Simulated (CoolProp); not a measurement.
Aqueous lithium chloride as a coolant, at 29 °C, 1 atm.

Model: Melinder's fits for secondary coolants, in CoolProp.

```tsv
mass %	freezing point (°C)	conductivity (W/(m K))	density (kg/m³)	Prandtl number	viscosity (mPa s)
5.2	-5.3	0.599	1026	6.39	0.980
6.7	?	0.595	1034	6.65	1.03
8.1	-9.2	0.592	1042	?	1.08
9.6	-11.5	0.588	?	7.20	1.14
11.1	-14.2	0.584	1060	7.53	1.21
12.6	-17.4	0.581	1068	7.89	?
14.1	-21.2	0.577	1077	8.29	?
15.6	-25.8	0.574	1086	8.73	1.45
17.1	-31.3	0.571	1095	9.21	1.54
```

Some entries are withheld; supply them.


- 6.7, freezing point (°C): -7.3
- 8.1, Prandtl number: 6.90
- 9.6, density (kg/m³): 1051
- 12.6, viscosity (mPa s): 1.28
- 14.1, viscosity (mPa s): 1.36
